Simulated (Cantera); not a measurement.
# Ignition delay

Mixture: 8.59 % CH4, 18.5 % O2, 69.5 % N2, 3.44 % CO2, at 21.0 bar, adiabatic and at constant pressure. Ignition delay is the time to a rise of 400 K.

Model: GRI-Mech 3.0 (53 species, 325 reactions), integrated in Cantera. The pressure lies above the range GRI-Mech 3.0 was tuned for (to about 10 atm).

```
T0 (K)  delay (ms)
------  ----------
1200          2.09
1275         0.888
1350         0.406
1425         0.196
1500        0.0985
1575        0.0516
1650        0.0280
1725        0.0158
```

- apparent activation energy between 1575 and 1725 K = 180 kJ/mol
